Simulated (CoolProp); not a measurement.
Saturated liquid density (kg/m³) of ammonia: the reference equation beside estimates from Tc = 405.6 K, pc = 113.6 bar, ω = 0.256. Rackett uses Z = 0.29056 − 0.08775 ω.

The numbers come from the reference Helmholtz-energy equation of state, Gao 2020 in CoolProp.

| T (K) | reference | Rackett | van der Waals | Redlich-Kwong | Soave-Redlich-Kwong |
|---|---|---|---|---|---|
| 293.1 | 610.5 | 533.1 | 321.0 | 463.1 | 483.0 |
| 298.6 | 602.3 | 526.2 | 316.8 | 455.8 | 475.9 |
| 304 | 594.1 | 519.3 | 312.7 | 448.4 | 468.7 |
| 309.5 | 585.5 | 512.1 | 308.4 | 440.6 | 461.1 |
| 314.9 | 576.8 | 504.8 | 303.9 | 432.6 | 453.3 |
| 320.4 | 567.7 | 497.2 | 299.3 | 424.3 | 445.0 |
| 325.8 | 558.4 | 489.5 | 294.6 | 415.8 | 436.5 |
| 331.2 | 548.9 | 481.5 | 289.7 | 407.0 | 427.6 |
| 336.7 | 538.7 | 473.1 | 284.5 | 397.7 | 418.1 |
| 342.1 | 528.4 | 464.5 | 279.2 | 388.1 | 408.3 |

Absolute difference from the reference over all 10 rows, mean and median: Rackett 12.4 and 12.5 %, van der Waals 47.3 and 47.3 %, Redlich-Kwong 25.2 and 25.1 %, Soave-Redlich-Kwong 21.6 and 21.5 %.
